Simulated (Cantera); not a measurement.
An isothermal, constant-pressure homogeneous reactor starts with H2 : O2 : N2 = 0.0075 : 1 : 1.6 (molar parts), equivalence ratio 0.0037, at 1300 K and 9.00 Torr.

Model: GRI-Mech 3.0 (53 species, 325 reactions), integrated in Cantera. Radical loss at walls, strong at low pressure, is not modelled.

x: mole fraction; the columns are a selection and need not sum to one.

```
t (s)        x H2   x O2     x H2O     x HO2       x H     x NO
--------  -------  -----  --------  --------  --------  -------
1.00e-6   0.00288  0.384    <1e-12  5.22e-12  5.19e-12   <1e-12
6.76e-6   0.00288  0.384    <1e-12  3.53e-11  3.38e-11   <1e-12
4.57e-5   0.00288  0.384    <1e-12  2.39e-10  1.82e-10   <1e-12
0.000309  0.00288  0.384  1.41e-10       ___  4.87e-10   <1e-12
0.00209   0.00288  0.384   1.38e-8       ___   2.16e-9   <1e-12
0.0141    0.00275  0.383   9.23e-5   1.54e-7   6.54e-6   <1e-12
0.0956    8.45e-6  0.381   0.00268   1.65e-7   7.03e-5  3.29e-9
0.647     5.57e-6  0.381   0.00273       ___   3.71e-5  2.86e-8
4.37      1.06e-6  0.382   0.00282       ___   3.00e-6  8.29e-8
29.6      5.63e-8  0.383   0.00287       ___   3.64e-8  1.14e-7
200       4.76e-9  0.383   0.00288       ___  8.97e-10  1.22e-7
```

Question: Complete the blanks.

Answer: 
- 0.000309, x HO2: 1.61e-9
- 0.00209, x HO2: 1.09e-8
- 0.647, x HO2: 1.33e-7
- 4.37, x HO2: 5.14e-8
- 29.6, x HO2: 6.71e-9
- 200, x HO2: 3.15e-9
